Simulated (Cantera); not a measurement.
A Cantera script and what it prints.

```python
import numpy as np
import cantera as ct

gas_names = """
    B BCL BCL2 BCL3 BO BOCL BO2 B2 B2O B2O2 B2O3 B3O3CL3 CL CLO CL2 O O2 O3 Si SiCL SiCL2 SiCL3 SiCL4
    SiO SiO2 Si2 Si3
""".split()
cond_names = """
    B(b) B(L) B2O3(L) Si(cr) Si(L) SiO2(Lqz) SiO2(hqz) SiO2(L)
""".split()


def load(file, names, dense=False):
    # The tables refer to 1 bar. Condensed volumes are neglected.
    table = {s.name: s for s in ct.Species.list_from_file(file)}
    out = []
    for n in names:
        d = dict(table[n].input_data)
        d["thermo"] = dict(d["thermo"], **{"reference-pressure": 1e5})
        if dense:
            d["equation-of-state"] = {"model": "constant-volume", "density": "1e6 g/cm^3"}
        out.append(ct.Species.from_dict(d))
    return out


gas = ct.Solution(thermo="ideal-gas", species=load("nasa_gas.yaml", gas_names))
cond = {s.name: ct.Solution(thermo="fixed-stoichiometry", species=[s], name=s.name)
        for s in load("nasa_condensed.yaml", cond_names, dense=True)}
atoms = {
    'B2O3': {'B': 2, 'O': 3},
    'SiCl4': {'Si': 1, 'CL': 4},
    'O2': {'O': 2},
}
top_T = {}  # K; cautious upper limits of use, not melting points


def equilibrate(T, P, feed):
    n = {}
    for name, mol in feed.items():
        for a, k in atoms[name].items():
            n[a] = n.get(a, 0.0) + k * mol
    gas.TPX = T, P, n
    mass = sum(n.values()) * gas.mean_molecular_weight
    gas.equilibrate("TP")
    valid = [c for c in cond.values() if c.min_temp <= T <= top_T.get(c.name, c.max_temp)]
    mix = ct.Mixture([(gas, mass / gas.mean_molecular_weight)] + [(c, 0.0) for c in valid])
    mix.T, mix.P = T, P
    mix.equilibrate("TP", solver="vcs", rtol=1e-11, max_steps=5000)
    return mix


results = []
feed = {'B2O3': 1, 'SiCl4': 3.1, 'O2': 0.099}  # mol
P = 100000  # Pa
for T in [1200, 1250, 1300, 1350, 1400, 1450, 1500]:
    mix = equilibrate(T, P, feed)
    results.append((T, P, feed, dict(zip(mix.species_names, mix.species_moles))))
    x = sorted(zip(gas.X, gas.species_names), reverse=True)
    print(f"T = {T:g} K  P = {P:g} Pa  gas = {mix.phase_moles(0):.4g} mol")
    print("   x: " + "  ".join(f"{s} {v:.3e}" for v, s in x if v > 1e-06))
    print("   condensed (mol): " + ("  ".join(f"{mix.phase(i).name} {mix.phase_moles(i):.4g}"
          for i in range(1, mix.n_phases) if mix.phase_moles(i) > 1e-12) or "none"))
```

Output:

```
T = 1200 K  P = 100000 Pa  gas = 3.586 mol
   x: SiCL4 5.149e-01  BCL3 3.651e-01  B3O3CL3 6.421e-02  CL2 5.466e-02  CL 1.105e-03  BOCL 2.116e-05
   condensed (mol): SiO2(hqz) 1.254
T = 1250 K  P = 100000 Pa  gas = 3.594 mol
   x: SiCL4 5.077e-01  BCL3 3.761e-01  B3O3CL3 6.008e-02  CL2 5.418e-02  CL 1.816e-03  BOCL 5.052e-05
   condensed (mol): SiO2(hqz) 1.275
T = 1300 K  P = 100000 Pa  gas = 3.603 mol
   x: SiCL4 5.012e-01  BCL3 3.860e-01  B3O3CL3 5.633e-02  CL2 5.352e-02  CL 2.870e-03  BOCL 1.125e-04  SiCL3 2.475e-06
   condensed (mol): SiO2(hqz) 1.294
T = 1350 K  P = 100000 Pa  gas = 3.612 mol
   x: SiCL4 4.951e-01  BCL3 3.948e-01  B3O3CL3 5.292e-02  CL2 5.264e-02  CL 4.374e-03  BOCL 2.357e-04  SiCL3 6.159e-06
   condensed (mol): SiO2(hqz) 1.312
T = 1400 K  P = 100000 Pa  gas = 3.621 mol
   x: SiCL4 4.894e-01  BCL3 4.025e-01  CL2 5.146e-02  B3O3CL3 4.978e-02  CL 6.448e-03  BOCL 4.674e-04  SiCL3 1.440e-05
   condensed (mol): SiO2(hqz) 1.328
T = 1450 K  P = 100000 Pa  gas = 3.632 mol
   x: SiCL4 4.840e-01  BCL3 4.091e-01  CL2 4.992e-02  B3O3CL3 4.687e-02  CL 9.217e-03  BOCL 8.821e-04  SiCL3 3.185e-05  B2O3 2.550e-06
   condensed (mol): SiO2(hqz) 1.342
T = 1500 K  P = 100000 Pa  gas = 3.645 mol
   x: SiCL4 4.788e-01  BCL3 4.147e-01  CL2 4.796e-02  B3O3CL3 4.415e-02  CL 1.279e-02  BOCL 1.592e-03  SiCL3 6.713e-05  B2O3 6.660e-06
   condensed (mol): SiO2(hqz) 1.355
```

These are equilibrium values from Cantera (NASA tables, ideal gas, pure condensed phases), not measurements of a reactor. The tables' values for BOCl, SiCl3 are old estimates; treat these amounts as uncertain. The tables hold silica as quartz up to 1696 K and as liquid above; real silica turns to tridymite and cristobalite and melts near 1996 K.
